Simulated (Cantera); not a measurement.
Equilibrium for carbon deposition, reforming and gasification: C₃H₈ + O₂ + H₂

Charge: 1 mol C₃H₈, 0.15 mol O₂, 16 mol H₂, equilibrated at 848.15 K and 11.0 mbar.

Cantera equilibrium calculation (NASA polynomials, part measured and part estimated; ideal gas, pure solids and liquids). Candidate condensed phases: C, C₆H₆, C₇H₈, C₈H₁₈, H₂O; 110 gas species. Rates play no part.

```yaml
x(H₂): 0.978
x(CO): 0.0137
x(CH₄): 0.00673
x(H₂O): 0.00109
x(CO₂): 4.70e-5
n(C(graphite)): 2.59 mol
gas_amount: 20.14 mol
```
